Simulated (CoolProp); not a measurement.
The numbers come from the reference Helmholtz-energy equation of state, Zhou 2014 in CoolProp.

Problem. Give the vapour pressure (kPa), liquid cp (kJ/(kg K)), surface tension (mN/m), liquid viscosity (µPa s) of saturated cyclohexane at 72.65, 83.05, 175.95 °C.

Solution. 
```csv
T (°C),p (kPa),liquid cp (kJ/(kg K)),surface tension (mN/m),liquid viscosity (µPa s)
72.65,79.0,2.09,18.8,453
83.05,109,2.14,17.6,400
175.95,900,2.68,7.90,164
```

Viscosity comes from a separate model (Tariq 2014). Surface tension comes from a separate correlation (Mulero 2012).
